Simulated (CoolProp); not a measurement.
CH2F2 (R32) at 245.57 K and 5.36 MPa is throttled through a valve to 0.995 MPa with no heat exchange. Each further row changes one setting.

Computed with CoolProp (reference Helmholtz-energy equation of state, Tillner-Roth 1997).

```json
[
 {"case": "as stated", "temperature change (K)": "+0.9", "final phase": "liquid", "final density (kg/m³)": "1140"},
 {"case": "outlet pressure 0.298 MPa", "temperature change (K)": "-0.3", "final phase": "two-phase, vapour fraction 0.006", "final density (kg/m³)": "626"},
 {"case": "outlet pressure 1.29 MPa", "temperature change (K)": "+0.8", "final phase": "liquid", "final density (kg/m³)": "1140"}
]
```
